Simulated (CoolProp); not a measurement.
Properties of ethylene along the isotherm -124.55 °C (Tc = 9.2 °C, pc = 5042 kPa, ω = 0.087).

Computed with CoolProp (reference Helmholtz-energy equation of state, Smukala 2000).

```
p (kPa)   phase         Z  cp (kJ/(kg K))  expansivity (1/kK)  fugacity coefficient
-------  ------  --------  --------------  ------------------  --------------------
194      liquid  0.007383           2.403               2.266                0.1258
388      liquid   0.01476           2.403               2.263               0.06337
582      liquid   0.02214           2.402               2.259               0.04256
776      liquid   0.02951           2.401               2.255               0.03215
970      liquid   0.03688           2.400               2.252               0.02591
1160     liquid   0.04409           2.400               2.248               0.02183
1360     liquid   0.05168           2.399               2.244               0.01876
1550     liquid   0.05888           2.398               2.241               0.01658
1750     liquid   0.06646           2.398               2.237               0.01480
1940     liquid   0.07366           2.397               2.234               0.01344
2130     liquid   0.08086           2.396               2.230               0.01233
2330     liquid   0.08843           2.395               2.227               0.01136
2520     liquid   0.09561           2.395               2.223               0.01058
```
